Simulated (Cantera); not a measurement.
Feed: 1 mol Si3N4, 1.2 mol H2, at 1552 °C.

Equilibrium computed with Cantera from the NASA thermochemical tables; the gas is ideal and each condensed phase is pure. Candidate condensed phases: Si, Si3N4; 18 gas species. The tables' values for SiN are old estimates; treat these amounts as uncertain. Gases not in the tables: Si2H6 and higher silanes. Equilibrium is a limit: real reactors are often held back by kinetics, nucleation or transport.

**Question.** At 0.0390 Torr, list the 7 most abundant gas species with their mole fractions, and the condensed phases.

**Answer.** N2 0.559, H2 0.318, Si 0.0875, H 0.0344, Si2 0.000569, SiH 0.000378, Si2N 0.000304. Condensed: Si(l).
